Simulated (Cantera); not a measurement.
# CO + O2 + H2 (carbon deposition, reforming and gasification)

Charge: 1 mol CO, 0.024 mol O2, 0.42 mol H2, equilibrated at 101000 Pa.

Method: chemical equilibrium by Gibbs-energy minimisation in Cantera with the NASA 1993 tables (ideal gas, pure condensed phases). Candidate condensed phases: C, C6H6, C7H8, C8H18, H2O; 110 gas species. The numbers say what is thermodynamically allowed, not how fast it happens.

```csv
T (K),x CO,x CO2,x H2,x H2O,x CH4,x H,x OH,n C(graphite)
798,0.0660,0.465,0.163,0.269,0.0375,1.07e-12,<1e-12,0.529
998,0.506,0.153,0.276,0.0577,0.00752,1.12e-9,<1e-12,0.197
1198,0.682,0.0220,0.283,0.0124,0.000542,1.00e-7,3.49e-11,0
1398,0.686,0.0180,0.280,0.0158,1.61e-5,2.49e-6,2.78e-9,0
1598,0.689,0.0153,0.277,0.0185,1.19e-6,2.78e-5,7.22e-8,0
1798,0.691,0.0134,0.275,0.0204,1.62e-7,0.000184,8.93e-7,0
1998,0.692,0.0120,0.273,0.0218,3.37e-8,0.000833,6.60e-6,0
2198,0.692,0.0110,0.271,0.0227,9.45e-9,0.00288,3.36e-5,0
2398,0.691,0.0102,0.267,0.0233,3.28e-9,0.00809,0.000129,0
2598,0.688,0.00961,0.260,0.0234,1.31e-9,0.0193,0.000402,0
```
x: gas mole fraction; n: condensed amount in mol.

From 798 K to 998 K the condensed part is C(graphite). From 1198 K to 2598 K nothing is condensed. The main C-bearing gas is CO2 at 798 K and CO at 2598 K.
